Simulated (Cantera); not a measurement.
Iron carbonyl, mercury and lead vapours: PbO + H₂

Input: 1 mol PbO, 0.035 mol H₂.

Method: chemical equilibrium by Gibbs-energy minimisation in Cantera with the NASA 1993 tables (ideal gas, pure condensed phases). Candidate condensed phases: H₂O, Pb, PbO, PbO₂, Pb₃O₄; 12 gas species. Each liquid is taken as pure. Mutual solubility and eutectic melting of coexisting phases are not modelled. Equilibrium is a limit: real reactors are often held back by kinetics, nucleation or transport.

Stable condensed phases:

```
T in K \ P in Pa
              10      42     180     750    3200   13000   56000  240000 1000000
   1550        A       A       A       A       B       C       C       C       C
   1475        A       A       A       A       B       C       C       C       C
   1400        A       A       A       B       C       C       C       C       C
   1325        A       A       B       B       C       C       C       C       C
   1250        A       B       B       C       C       C       C       C       C
   1175        B       B       C       C       C       C       C       C       C
   1100        B       C       C       C       C       C       C       C       C
   1025        C       C       C       C       C       C       C       C       C
    950        C       C       C       C       C       C       C       C       C
```

A: gas only; B: PbO; C: Pb + PbO.
